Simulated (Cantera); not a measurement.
What does this Cantera script print?

```python
import numpy as np
import cantera as ct

gas_names = [...]  # 49 gases of nasa_gas.yaml made of B, Cl, H, N, O
cond_names = """
    B(b) B(L) BN(s) B2O3(L) B3O3H3(cr) H2O(s) H2O(L) NH4CL(a) NH4CL(b)
""".split()


# ... load() reads the species with a 1 bar reference pressure and builds the phases ...
atoms = {
    'B2O3': {'B': 2, 'O': 3},
    'HCl': {'H': 1, 'CL': 1},
    'N2': {'N': 2},
}
top_T = {'BN(s)': 3200}  # K; cautious upper limits of use, not melting points


# ... equilibrate(T, P, feed) seeds the gas with the atoms and calls Mixture.equilibrate('TP', solver="vcs", rtol=1e-11, max_steps=5000) ...
results = []
feed = {'B2O3': 1, 'HCl': 1.3, 'N2': 4.9}  # mol
P = 4000  # Pa
for T in [1375, 1425, 1475, 1525, 1575, 1625, 1675, 1725, 1775]:
    mix = equilibrate(T, P, feed)
    results.append((T, P, feed, dict(zip(mix.species_names, mix.species_moles))))
    x = sorted(zip(gas.X, gas.species_names), reverse=True)
    print(f"T = {T:g} K  P = {P:g} Pa  gas = {mix.phase_moles(0):.4g} mol")
    print("   x: " + "  ".join(f"{s} {v:.3e}" for v, s in x if v > 0.0001))
    print("   condensed (mol): " + ("  ".join(f"{mix.phase(i).name} {mix.phase_moles(i):.4g}"
          for i in range(1, mix.n_phases) if mix.phase_moles(i) > 1e-12) or "none"))
```

It prints:

```
T = 1375 K  P = 4000 Pa  gas = 6.203 mol
   x: N2 7.900e-01  HCL 2.087e-01  HBO2 3.967e-04  CL 2.567e-04  BOCL 2.444e-04  H2 1.330e-04  H2O 1.216e-04
   condensed (mol): B2O3(L) 0.9972
T = 1425 K  P = 4000 Pa  gas = 6.205 mol
   x: N2 7.897e-01  HCL 2.081e-01  HBO2 7.075e-04  BOCL 5.146e-04  CL 4.040e-04  H2 2.069e-04  H2O 1.385e-04  BCL3 1.174e-04  B2O3 1.074e-04
   condensed (mol): B2O3(L) 0.9948
T = 1475 K  P = 4000 Pa  gas = 6.21 mol
   x: N2 7.890e-01  HCL 2.072e-01  HBO2 1.224e-03  BOCL 1.014e-03  CL 6.158e-04  B2O3 3.222e-04  H2 3.124e-04  H2O 1.600e-04  BCL3 1.312e-04
   condensed (mol): B2O3(L) 0.9902
T = 1525 K  P = 4000 Pa  gas = 6.22 mol
   x: N2 7.878e-01  HCL 2.056e-01  HBO2 2.066e-03  BOCL 1.878e-03  CL 9.115e-04  B2O3 8.965e-04  H2 4.581e-04  H2O 1.880e-04  BCL3 1.384e-04
   condensed (mol): B2O3(L) 0.9813
T = 1575 K  P = 4000 Pa  gas = 6.239 mol
   x: N2 7.854e-01  HCL 2.032e-01  HBO2 3.407e-03  BOCL 3.281e-03  B2O3 2.329e-03  CL 1.313e-03  H2 6.524e-04  H2O 2.238e-04  BCL3 1.381e-04
   condensed (mol): B2O3(L) 0.9637
T = 1625 K  P = 4000 Pa  gas = 6.275 mol
   x: N2 7.808e-01  HCL 1.993e-01  B2O3 5.687e-03  HBO2 5.478e-03  BOCL 5.445e-03  CL 1.844e-03  H2 9.010e-04  H2O 2.675e-04  BCL3 1.313e-04
   condensed (mol): B2O3(L) 0.9291
T = 1675 K  P = 4000 Pa  gas = 6.346 mol
   x: N2 7.722e-01  HCL 1.932e-01  B2O3 1.313e-02  BOCL 8.627e-03  HBO2 8.561e-03  CL 2.526e-03  H2 1.202e-03  H2O 3.173e-04  BCL3 1.197e-04
   condensed (mol): B2O3(L) 0.8611
T = 1725 K  P = 4000 Pa  gas = 6.482 mol
   x: N2 7.559e-01  HCL 1.836e-01  B2O3 2.878e-02  BOCL 1.307e-02  HBO2 1.295e-02  CL 3.370e-03  H2 1.536e-03  H2O 3.689e-04  BCL3 1.044e-04
   condensed (mol): B2O3(L) 0.7276
T = 1775 K  P = 4000 Pa  gas = 6.751 mol
   x: N2 7.258e-01  HCL 1.689e-01  B2O3 6.022e-02  BOCL 1.890e-02  HBO2 1.886e-02  CL 4.367e-03  H2 1.850e-03  H2O 4.140e-04  HBO 1.940e-04  BO 1.196e-04
   condensed (mol): B2O3(L) 0.4637
```

Equilibrium computed with Cantera from the NASA thermochemical tables; the gas is ideal and each condensed phase is pure. The tables' values for BOCl are old estimates; treat these amounts as uncertain. Gases not in the tables: BHCl2.
